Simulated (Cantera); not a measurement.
An isothermal, constant-pressure homogeneous reactor starts with CH4 : N2 = 0.4 : 5.5 (molar parts), at 1475 K and 0.257 atm.

Detailed kinetics in Cantera: GRI-Mech 3.0 (53 species, 325 reactions). GRI-Mech 3.0 stops at C3 and has no aromatics, soot or wall deposition, so with more carbon than oxygen in the feed, carbon stays in small species such as C2H2 where larger ones or solid carbon would form.

### Question
Predict: x(CH4) at 7.00 s; x(C2H6) at 7.00 s; x(H) at 7.00 s; x(CH2) at 7.00 s; x(H2) at 7.00 s; x(C2H4) at 7.00 s; x(C2H) at 7.00 s.

### Answer
| Item | Result |
|---|---|
| x(CH4) at 7.00 s | 0.0192 (gas-phase equilibrium 0.000814) |
| x(C2H6) at 7.00 s | 5.69e-6 (gas-phase equilibrium 2.16e-8) |
| x(H) at 7.00 s | 4.66e-6 (gas-phase equilibrium 7.85e-6) |
| x(CH2) at 7.00 s | 1.43e-9 (gas-phase equilibrium 9.19e-11) |
| x(H2) at 7.00 s | 0.0681 (gas-phase equilibrium 0.0940) |
| x(C2H4) at 7.00 s | 0.000200 (gas-phase equilibrium 8.45e-5) |
| x(C2H) at 7.00 s | 2.48e-9 (gas-phase equilibrium 1.28e-9) |
